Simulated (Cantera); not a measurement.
An isothermal, constant-pressure homogeneous reactor starts with NO : N2 = 1 : 13 (molar parts), at 1723 K and 1280 Torr. Integrator tolerance rtol = 1e-08.

Model: GRI-Mech 3.0 (53 species, 325 reactions), integrated in Cantera.

```csv
quantity,before,after
x(NO) at 10.0 s,0.0544 (gas-phase equilibrium 0.00143),0.0578 (gas-phase equilibrium 0.00131)
x(O2) at 10.0 s,0.00845 (gas-phase equilibrium 0.0350),0.00676 (gas-phase equilibrium 0.0351)
x(NO2) at 10.0 s,4.34e-5 (gas-phase equilibrium 2.26e-6),4.41e-5 (gas-phase equilibrium 2.19e-6)
x(N2O) at 10.0 s,1.28e-6 (gas-phase equilibrium 1.20e-7),1.41e-6 (gas-phase equilibrium 1.10e-7)
x(O) at 10.0 s,4.18e-6 (gas-phase equilibrium 8.21e-6),2.90e-6 (gas-phase equilibrium 6.32e-6)
```

**Question.** Which change was made?
A. pressure from 1280 Torr to 10.00 Torr
B. NO 1 to 9.2 parts
C. temperature 1723 to 1698 K
D. N2 13 to 6.6 parts

**Answer.** C, temperature 1723 to 1698 K
